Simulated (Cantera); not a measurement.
A freely propagating, adiabatic, planar premixed flame of H₂ : O₂ : N₂ = 1 : 0.357 : 1.34 (molar parts), unburnt at 348 K and 0.170 bar; mixture-averaged transport, grid criteria slope 0.08 and curve 0.16, no radiation.

Model: the H2/O2 subset of GRI-Mech 3.0, which has no nitrogen chemistry, integrated in Cantera. Burning velocities carry a grid error of a few per cent, more on coarse grids.

Task: What does this change do: O2 0.357 to 0.27 parts?

Result: 
```csv
quantity,before,after
laminar burning velocity,306 cm/s,249 cm/s
thermal thickness,3.86 mm,3.87 mm
peak x(HO₂),0.000148,0.000120
peak x(O),0.00790,0.00334
peak x(H),0.103,0.0864
peak x(OH),0.0104,0.00264
```
